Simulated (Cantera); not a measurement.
An adiabatic, constant-pressure homogeneous reactor starts with CH₄ : C₂H₆ : C₃H₈ : O₂ : N₂ = 1 : 0.057 : 0.12 : 3.37 : 12.7 (molar parts), at 1525 K and 4.10 bar. Integrator tolerance rtol = 1e-08.

Model: GRI-Mech 3.0 (53 species, 325 reactions), integrated in Cantera.

Q: What does this change do: 0.18 parts H2 added?

A: 
```
quantity                                                            before                                    after
---------------------------------  ---------------------------------------  ---------------------------------------
time of steepest temperature rise                                  54.1 µs                                  45.7 µs
temperature at 3.00 s                                               2775 K                                   2794 K
equilibrium temperature                                             2775 K                                   2794 K
x(CH₄) at 3.00 s                     <1e-12 (gas-phase equilibrium <1e-12)    <1e-12 (gas-phase equilibrium <1e-12)
x(C₂H₆) at 3.00 s                    <1e-12 (gas-phase equilibrium <1e-12)    <1e-12 (gas-phase equilibrium <1e-12)
x(C₃H₈) at 3.00 s                    <1e-12 (gas-phase equilibrium <1e-12)    <1e-12 (gas-phase equilibrium <1e-12)
x(CO) at 3.00 s                      0.0222 (gas-phase equilibrium 0.0222)    0.0242 (gas-phase equilibrium 0.0242)
x(CH₂) at 3.00 s                     <1e-12 (gas-phase equilibrium <1e-12)    <1e-12 (gas-phase equilibrium <1e-12)
x(HCO) at 3.00 s                   2.79e-8 (gas-phase equilibrium 2.79e-8)  3.48e-8 (gas-phase equilibrium 3.48e-8)
x(H₂O₂) at 3.00 s                  5.96e-7 (gas-phase equilibrium 5.96e-7)  6.14e-7 (gas-phase equilibrium 6.14e-7)
```

Q: What does this change do: C3H8 0.12 to 0.28 parts?

A: 
| quantity | before | after |
|---|---|---|
| time of steepest temperature rise | 54.1 µs | 43.8 µs |
| temperature at 3.00 s | 2775 K | 2868 K |
| equilibrium temperature | 2775 K | 2868 K |
| x(CH₄) at 3.00 s | <1e-12 (gas-phase equilibrium <1e-12) | <1e-12 (gas-phase equilibrium <1e-12) |
| x(C₂H₆) at 3.00 s | <1e-12 (gas-phase equilibrium <1e-12) | <1e-12 (gas-phase equilibrium <1e-12) |
| x(C₃H₈) at 3.00 s | <1e-12 (gas-phase equilibrium <1e-12) | <1e-12 (gas-phase equilibrium <1e-12) |
| x(CO) at 3.00 s | 0.0222 (gas-phase equilibrium 0.0222) | 0.0495 (gas-phase equilibrium 0.0495) |
| x(CH₂) at 3.00 s | <1e-12 (gas-phase equilibrium <1e-12) | <1e-12 (gas-phase equilibrium <1e-12) |
| x(HCO) at 3.00 s | 2.79e-8 (gas-phase equilibrium 2.79e-8) | 1.24e-7 (gas-phase equilibrium 1.24e-7) |
| x(H₂O₂) at 3.00 s | 5.96e-7 (gas-phase equilibrium 5.96e-7) | 4.70e-7 (gas-phase equilibrium 4.70e-7) |
GRI-Mech 3.0 was tuned for natural gas; its chemistry of propane as a main component is partial and can be far from experiment.
